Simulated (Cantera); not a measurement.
A perfectly stirred reactor is fed with 1.72 % C₂H₆, 98.3 % N₂, at 100.0 Torr; it is held at 1875 K, and followed from long to short residence time.

Computed with Cantera and GRI-Mech 3.0 (53 species, 325 reactions). GRI-Mech 3.0 stops at C3 and has no aromatics, soot or wall deposition, so with more carbon than oxygen in the feed, carbon stays in small species such as C2H2 where larger ones or solid carbon would form.

One state of this run: x C₂H₆ = 0.000306; x C₂H₂ = 0.0127; x CH₂ = 2.98e-5; x CH₄ = 0.00293; x HCN = 7.70e-5; x CH₃ = 0.00206. x: mole fraction; the columns are a selection and need not sum to one.

Question: Which value of τ (s) does it belong to?
A) 0.012
B) 0.18
C) 0.0016
D) 0.047

Answer: C, 0.0016
